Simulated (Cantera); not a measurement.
A perfectly stirred reactor is fed with 7.52 % CH3OH, 18.8 % O2, 70.7 % N2, 3.01 % H2O, equivalence ratio 0.60, at 10.0 bar; it is adiabatic with a 400 K inlet, and is followed from long to short residence time, starting on the burning branch (τ in s: 0.06, 0.026, 0.011, 0.005, 0.0022, 0.00097, 0.00042, 0.00019, 8.1e-05, 3.6e-05, 1.6e-05).

Model: GRI-Mech 3.0 (53 species, 325 reactions), integrated in Cantera. GRI-Mech 3.0 was tuned for natural gas; its chemistry of methanol as a main component is partial and can be far from experiment.

x: mole fraction; the columns are a selection and need not sum to one.

```tsv
τ (s)	T (K)	x CH3OH	x O2	x HCN	x CH2O	x N2O	x OH	x NO
0.060	1753	2.42e-6	0.0724	6.18e-11	1.69e-6	5.60e-7	0.000383	5.64e-6
0.026	1752	4.79e-6	0.0725	7.37e-11	3.35e-6	7.55e-7	0.000443	4.15e-6
0.011	1750	(withheld)	0.0726	9.49e-11	(withheld)	(withheld)	(withheld)	(withheld)
0.0050	1746	1.73e-5	0.0728	1.25e-10	1.23e-5	1.42e-6	0.000620	3.11e-6
0.0022	1739	3.30e-5	0.0731	1.70e-10	2.36e-5	1.79e-6	0.000721	2.77e-6
0.00097	1725	(withheld)	0.0740	2.34e-10	(withheld)	(withheld)	(withheld)	(withheld)
0.00042	1691	0.000157	0.0762	3.09e-10	0.000114	1.82e-6	0.000716	1.30e-6
0.00019	400	0.0752	0.188	<1e-12	<1e-12	<1e-12	<1e-12	<1e-12
8.1e-5	400	0.0752	0.188	<1e-12	<1e-12	<1e-12	<1e-12	<1e-12
3.6e-5	400	0.0752	0.188	<1e-12	<1e-12	<1e-12	<1e-12	<1e-12
1.6e-5	400	0.0752	0.188	<1e-12	<1e-12	<1e-12	<1e-12	<1e-12
```

### Question
What belongs in the gaps?

### Answer

- 0.011, x CH3OH: 9.42e-6
- 0.011, x CH2O: 6.63e-6
- 0.011, x N2O: 1.06e-6
- 0.011, x OH: 0.000527
- 0.011, x NO: 3.45e-6
- 0.00097, x CH3OH: 6.54e-5
- 0.00097, x CH2O: 4.72e-5
- 0.00097, x N2O: 2.00e-6
- 0.00097, x OH: 0.000795
- 0.00097, x NO: 2.22e-6
